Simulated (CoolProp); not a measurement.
A single-stage vapour-compression cycle with n-perfluoropentane: evaporating at 263.15 K (dew point), condensing at 308.15 K (bubble point), superheat 2 K, subcooling 0 K, compressor efficiency 0.65, no pressure losses. Each further row changes one setting.

Values from CoolProp's reference Helmholtz-energy equation of state, Gao 2022.

```json
[
 {"case": "as stated", "cooling COP": "2.64", "pressure ratio": "6.78", "discharge temperature (K)": "308.1", "refrigerating effect (kJ/kg)": "56.8", "volumetric capacity (kJ/m³)": "138"},
 {"case": "evaporating temperature 268.15 K", "cooling COP": "3.19", "pressure ratio": "[?]", "discharge temperature (K)": "308.1", "refrigerating effect (kJ/kg)": "[?]", "volumetric capacity (kJ/m³)": "[?]"},
 {"case": "condensing temperature 303.15 K", "cooling COP": "[?]", "pressure ratio": "[?]", "discharge temperature (K)": "303.2", "refrigerating effect (kJ/kg)": "62.1", "volumetric capacity (kJ/m³)": "151"},
 {"case": "subcooling 5 K", "cooling COP": "[?]", "pressure ratio": "6.78", "discharge temperature (K)": "308.1", "refrigerating effect (kJ/kg)": "62.1", "volumetric capacity (kJ/m³)": "151"},
 {"case": "superheat 12 K", "cooling COP": "[?]", "pressure ratio": "6.78", "discharge temperature (K)": "308.1", "refrigerating effect (kJ/kg)": "[?]", "volumetric capacity (kJ/m³)": "151"},
 {"case": "compressor efficiency 0.55", "cooling COP": "2.23", "pressure ratio": "6.78", "discharge temperature (K)": "308.1", "refrigerating effect (kJ/kg)": "56.8", "volumetric capacity (kJ/m³)": "138"}
]
```

**Question.** Fill in the missing entries.

**Answer.** 
- evaporating temperature 268.15 K, pressure ratio: 5.27
- evaporating temperature 268.15 K, refrigerating effect (kJ/kg): 60.5
- evaporating temperature 268.15 K, volumetric capacity (kJ/m³): 186
- condensing temperature 303.15 K, cooling COP: 3.16
- condensing temperature 303.15 K, pressure ratio: 5.67
- subcooling 5 K, cooling COP: 2.89
- superheat 12 K, cooling COP: 2.78
- superheat 12 K, refrigerating effect (kJ/kg): 64.4

The compression ends wet for: as stated; evaporating temperature 268.15 K; condensing temperature 303.15 K; subcooling 5 K; superheat 12 K; compressor efficiency 0.55.
